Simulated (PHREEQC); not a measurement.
0.012 g of hydrous ferric oxide (600 m²/g; 0.2 weak and 0.005 strong sites per Fe, Dzombak-Morel constants, diffuse double layer) in 1 kg of water with 0.005 mol/kgw of an inert sodium salt and 3e-08 mol NiCl2, 4.2e-06 mol BaCl2 and 1.1e-05 mol SrCl2, at 25 °C; the pH is set by adding NaOH or the inert anion's acid. O2 is buffered at 0.21 atm. The system is closed to CO2. No solid was allowed to form.

The numbers come from PHREEQC with the ion-association model, wateq4f.dat.

### Question
Predict Ni sorbed (%), Ba sorbed (%), Sr sorbed (%) at pH = 5.5, 10.

### Answer
```
pH   Ni sorbed (%)  Ba sorbed (%)  Sr sorbed (%)
---  -------------  -------------  -------------
5.5            0.1            0.0            0.0
10            99.9           20.5           38.7
```
